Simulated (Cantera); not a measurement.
**Ignition delay**

Mixture: 12.7 % CH4, 1.05 % C2H6, 18.1 % O2, 68.2 % N2, at 0.740 bar, adiabatic and at constant pressure. Ignition delay is the time to a rise of 400 K.

Model: GRI-Mech 3.0 (53 species, 325 reactions), integrated in Cantera.

```csv
T0 (K),delay (ms)
1100,37.4
1175,14.9
1250,6.31
1325,2.75
1400,1.23
1475,0.575
1550,0.288
```

```
Property                                                 Value
--------------------------------------------------  ----------
apparent activation energy between 1400 and 1550 K  170 kJ/mol
```
